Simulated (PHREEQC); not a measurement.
# Reverse-osmosis permeate (model solution)

Model water analysis in mg/L, 20 °C, pH 6.38, pe 12.2:

```csv
constituent,mg/L
Na,0.523
K,10.6
Ca,5.26
Mg,0.135
Cl,7.66
S(6) as SO4,3.09
Alkalinity as HCO3,17.1
O(0) (dissolved oxygen),0.0192
Cd,0.157
Li,0.0215
```

Valence states are taken as typed.

The numbers come from PHREEQC with the ion-association model, phreeqc.dat.

No solid was allowed to form.

Task: What charge-balance error does the model give?

Result: charge-balance error 1.1 %.

Task: In which forms is S present?

Result: SO4-2 98 %, CaSO4 1.7 % of the S.

Species that the database lacks are ignored.
